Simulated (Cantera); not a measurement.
A closed system holds: 1 mol borazine, 0.18 mol O2, 11 mol H2, held at 1723 K and 133 Pa.

Equilibrium computed with Cantera from the NASA thermochemical tables; the gas is ideal and each condensed phase is pure. Candidate condensed phases: B, BN, B2O3, B3O3H3, H2O; 39 gas species. The feed counts by its element totals alone. The tables' values for BH2 are old estimates; treat these amounts as uncertain. The numbers say what is thermodynamically allowed, not how fast it happens.

Base state: H2 0.960, HBO 0.0193, N2 0.0124, H 0.00489, BO 0.00192, B2O2 0.00172, HBO2 7.70e-5, B2O3 5.38e-5 (mole fractions); condensed: BN(s).

### Question
What changes in the equilibrium state with this change: borazine replaced by BF3?

### Answer
| species | before | after |
|---|---|---|
| H2 | 0.960 | 0.839 |
| HF | 0 | 0.0765 |
| BF3 | 0 | 0.0363 |
| BOF | 0 | 0.0286 |
| N2 | 0.0124 | 0 |
| BF2 | 0 | 0.0101 |
| HBO | 0.0193 | 0.000213 |
| BF | 0 | 0.00374 |
| BHF2 | 0 | 0.00108 |
| B2O3 | 5.38e-5 | 6.06e-9 |
| B2O2 | 0.00172 | 2.38e-7 |
| BN(s), mol | 2.64 | 0 |
The tables' values for BF2 are old estimates; treat these amounts as uncertain.

### Question
What changes in the equilibrium state with this change: temperature from 1723 K to 773.15 K?

### Answer
```json
[
 {"species": "H2", "before": "0.960", "after": "0.991"},
 {"species": "N2", "before": "0.0124", "after": "0.00842"},
 {"species": "H2O", "before": "6.95e-6", "after": "0.000224"},
 {"species": "HBO", "before": "0.0193", "after": "<1e-9"},
 {"species": "H", "before": "0.00489", "after": "<1e-9"},
 {"species": "HBO2", "before": "7.70e-5", "after": "2.11e-8"},
 {"species": "BO", "before": "0.00192", "after": "<1e-9"},
 {"species": "B2O2", "before": "0.00172", "after": "<1e-9"},
 {"species": "B2O3", "before": "5.38e-5", "after": "<1e-9"},
 {"species": "BN(s), mol", "before": "2.64", "after": "2.76"},
 {"species": "B2O3(l), mol", "before": "0", "after": "0.119"}
]
```

### Question
What changes in the equilibrium state with this change: O2 from 0.18 to 9.1 mol?

### Answer
```json
[
 {"species": "H2O", "before": "6.95e-6", "after": "0.716"},
 {"species": "HBO2", "before": "7.70e-5", "after": "0.171"},
 {"species": "N2", "before": "0.0124", "after": "0.0880"},
 {"species": "H2", "before": "0.960", "after": "0.0196"},
 {"species": "HBO", "before": "0.0193", "after": "8.47e-6"},
 {"species": "OH", "before": "1.94e-9", "after": "0.00140"},
 {"species": "O2", "before": "<1e-9", "after": "0.000652"},
 {"species": "B2O2", "before": "0.00172", "after": "1.62e-8"},
 {"species": "BN(s), mol", "before": "2.64", "after": "0"}
]
```
